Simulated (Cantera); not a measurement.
An adiabatic, constant-volume homogeneous reactor starts with C₃H₈ : O₂ : N₂ : CO₂ = 1 : 9.26 : 34.8 : 5.8 (molar parts), equivalence ratio 0.54, at 1725 K and 3.50 bar. Integrator tolerance rtol = 1e-08.

Model: GRI-Mech 3.0 (53 species, 325 reactions), integrated in Cantera. GRI-Mech 3.0 was tuned for natural gas; its chemistry of propane as a main component is partial and can be far from experiment.

**Question.** What does this change do: pressure from 3.50 bar to 1.00 bar?

**Answer.** 
```
quantity                                                              before                                    after
---------------------------------  -----------------------------------------  ---------------------------------------
time of steepest temperature rise                                    6.68 µs                                  16.9 µs
temperature at 6.00 s                                                 2647 K                                   2583 K
equilibrium temperature                                               2647 K                                   2583 K
x(C₃H₈) at 6.00 s                      <1e-12 (gas-phase equilibrium <1e-12)    <1e-12 (gas-phase equilibrium <1e-12)
x(O₂) at 6.00 s                        0.0783 (gas-phase equilibrium 0.0783)    0.0806 (gas-phase equilibrium 0.0806)
x(CO₂) at 6.00 s                         0.150 (gas-phase equilibrium 0.150)      0.144 (gas-phase equilibrium 0.144)
x(CH₂CO) at 6.00 s                     <1e-12 (gas-phase equilibrium <1e-12)    <1e-12 (gas-phase equilibrium <1e-12)
x(H) at 6.00 s                     0.000699 (gas-phase equilibrium 0.000699)  0.00119 (gas-phase equilibrium 0.00119)
```
